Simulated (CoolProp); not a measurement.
Vapour-liquid equilibrium of n-hexane (1) + dimethyl carbonate (2) at 349.1 K; x and y are mole fractions of (1).

The numbers come from the multi-fluid Helmholtz-energy mixture model, Thol 2019 and Zhou 2011; pair parameters Bell 2016 in CoolProp.

```json
[
 {"x": "0.05", "bubble pressure, mixture model (bar)": "0.8489", "bubble pressure, Raoult's law (bar)": "0.6630", "y, mixture model": "?", "y, Raoult's law": "0.095"},
 {"x": "0.2", "bubble pressure, mixture model (bar)": "?", "bubble pressure, Raoult's law (bar)": "0.7581", "y, mixture model": "0.535", "y, Raoult's law": "0.334"},
 {"x": "0.35", "bubble pressure, mixture model (bar)": "1.300", "bubble pressure, Raoult's law (bar)": "0.8531", "y, mixture model": "0.608", "y, Raoult's law": "0.519"},
 {"x": "0.5", "bubble pressure, mixture model (bar)": "1.353", "bubble pressure, Raoult's law (bar)": "0.9481", "y, mixture model": "0.652", "y, Raoult's law": "0.667"},
 {"x": "0.65", "bubble pressure, mixture model (bar)": "1.382", "bubble pressure, Raoult's law (bar)": "1.043", "y, mixture model": "0.698", "y, Raoult's law": "0.788"},
 {"x": "0.8", "bubble pressure, mixture model (bar)": "1.384", "bubble pressure, Raoult's law (bar)": "1.138", "y, mixture model": "?", "y, Raoult's law": "0.889"},
 {"x": "0.95", "bubble pressure, mixture model (bar)": "?", "bubble pressure, Raoult's law (bar)": "1.233", "y, mixture model": "0.918", "y, Raoult's law": "0.974"}
]
```

### Question
Some entries are withheld; supply them.

### Answer

- 0.05, y, mixture model: 0.285
- 0.2, bubble pressure, mixture model (bar): 1.181
- 0.8, y, mixture model: 0.772
- 0.95, bubble pressure, mixture model (bar): 1.317

The largest gap from Raoult's law is +55.8 % in bubble pressure, at x = 0.2. y crosses x between x = 0.65 and 0.8: the model has an azeotrope there.

Pair parameters are fitted to limited data, so mixtures are less certain than the pure fluids. With so large a gap from Raoult's law the liquid may split in two, which this calculation doesn't test in full.
